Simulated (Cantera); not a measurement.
An isothermal, constant-pressure homogeneous reactor starts with CH4 : H2 : N2 = 0.034 : 1 : 0.00011 (molar parts), at 1675 K and 73.5 Torr. Integrator tolerance rtol = 1e-08.

Detailed kinetics in Cantera: GRI-Mech 3.0 (53 species, 325 reactions). GRI-Mech 3.0 stops at C3 and has no aromatics, soot or wall deposition, so with more carbon than oxygen in the feed, carbon stays in small species such as C2H2 where larger ones or solid carbon would form.

Problem. What does this change do: temperature 1675 to 1625 K?

Solution. 
```tsv
quantity	before	after
x(CH4) at 9.00 s	0.00247 (gas-phase equilibrium 0.00182)	0.00511 (gas-phase equilibrium 0.00279)
x(H2) at 9.00 s	0.982 (gas-phase equilibrium 0.983)	0.981 (gas-phase equilibrium 0.982)
x(C2H) at 9.00 s	2.72e-8 (gas-phase equilibrium 2.76e-8)	1.16e-8 (gas-phase equilibrium 1.26e-8)
x(C2H6) at 9.00 s	3.08e-8 (gas-phase equilibrium 2.12e-8)	9.25e-8 (gas-phase equilibrium 4.24e-8)
x(H) at 9.00 s	0.000369 (gas-phase equilibrium 0.000370)	0.000222 (gas-phase equilibrium 0.000225)
```
